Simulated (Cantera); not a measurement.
# Metals in furnace atmospheres: Fe + O2 + H2

A closed system holds: 1 mol Fe, 0.011 mol O2, 160 mol H2.

Cantera equilibrium calculation (NASA polynomials, part measured and part estimated; ideal gas, pure solids and liquids). Candidate condensed phases: Fe, FeO, Fe(OH)2, Fe(OH)3, Fe2O3, Fe3O4, H2O; 12 gas species. The numbers say what is thermodynamically allowed, not how fast it happens.

Stable condensed phases:

```
T in K \ P in Pa
              10      35     120     440    1600    5500   19000   68000  240000  850000 3000000
   1723        A       A       A       B       B       B       B       B       B       B       B
   1673        A       A       B       B       B       B       B       B       B       B       B
   1623        A       B       B       B       B       B       B       B       B       B       B
   1573        A       B       B       B       B       B       B       B       B       B       B
   1523        B       B       B       B       B       B       B       B       B       B       B
   1473        B       B       B       B       B       B       B       B       B       B       B
   1423        B       B       B       B       B       B       B       B       B       B       B
   1373        B       B       B       B       B       B       B       B       B       B       B
   1323        B       B       B       B       B       B       B       B       B       B       B
   1273        B       B       B       B       B       B       B       B       B       B       B
   1223        B       B       B       B       B       B       B       B       B       B       B
   1173        B       B       B       B       B       B       B       B       B       B       B
```

A: gas only; B: Fe.
